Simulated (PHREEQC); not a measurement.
## Alkaline etch or developer: an equilibrium model

A solution holds 0.0015 mol TMAH, 0.00026 mol H3BO3 and 0.00017 mol (CH3)4NCl per kg of water, at 25 °C. Closed to the air; pH follows from the charge balance.

Computed with PHREEQC (ion-association model, phreeqc.dat).

Precipitation was switched off in this run.

Problem. What pH, ionic strength does the model give?

Solution. pH 11.07; ionic strength 0.00167 mol/kgw.

Problem. In which forms is B present?

Solution. H2BO3- 99 %, H3BO3 1.4 % of the B.

(CH3)4N+ isn't in the database: it is added as a free cation with an ion size of 4 Å.
